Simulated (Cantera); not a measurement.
Charge: 1 mol FeCl3, 1.8 mol O2, 250 mol H2, at 7.70 Pa.

Method: chemical equilibrium by Gibbs-energy minimisation in Cantera with the NASA 1993 tables (ideal gas, pure condensed phases). Candidate condensed phases: Fe, FeCl2, FeCl3, FeO, Fe(OH)2, Fe(OH)3, Fe2O3, Fe3O4, H2O; 22 gas species. Condensed phases not in the tables: FeOCl. The numbers say what is thermodynamically allowed, not how fast it happens.

Problem. What share of the Fe ends up in condensed phases as a function of T (°C), at 475, 550, 625, 700, 775, 850, 925, 1000, 1075, 1150, 1225, 1300, 1375, 1450?

Solution. 
| T (°C) | Fe condensed (%) | as |
|---|---|---|
| 475 | 99.9 | Fe(α) |
| 550 | 99.8 | Fe(α) |
| 625 | 99.6 | Fe(α) |
| 700 | 99.4 | Fe(α) |
| 775 | 99.2 | Fe(α) |
| 850 | 98.9 | Fe(α) |
| 925 | 98.6 | Fe(γ) |
| 1000 | 98.2 | Fe(γ) |
| 1075 | 96.7 | Fe(γ) |
| 1150 | 89.0 | Fe(γ) |
| 1225 | 50.3 | Fe(γ) |
| 1300 | 0.0 | - |
| 1375 | 0.0 | - |
| 1450 | 0.0 | - |
